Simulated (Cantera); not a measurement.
A closed system holds: 1 mol SiH4, 0.21 mol H2O, 0.53 mol H2, equilibrated at 133 Pa.

Equilibrium computed with Cantera from the NASA thermochemical tables; the gas is ideal and each condensed phase is pure. Candidate condensed phases: H2O, Si, SiO2; 18 gas species. Mutual solubility and eutectic melting of coexisting phases are not modelled. The tables hold silica as quartz up to 1696 K and as liquid above; real silica turns to tridymite and cristobalite and melts near 1996 K. The numbers say what is thermodynamically allowed, not how fast it happens. All values below are at 1373 K.

Base state: H2 0.969, SiO 0.0309, H 8.98e-5 (mole fractions); condensed: Si(s) + SiO2(β-quartz).

Q: What changes in the equilibrium state with this change: pressure from 133 Pa to 23.0 Pa?

A: 
```
species               before     after
-------------------  -------  --------
H2                     0.969     0.929
SiO                   0.0309    0.0712
H                    8.98e-5  0.000212
Si(s), mol             0.851     0.790
SiO2(β-quartz), mol   0.0614         0
```
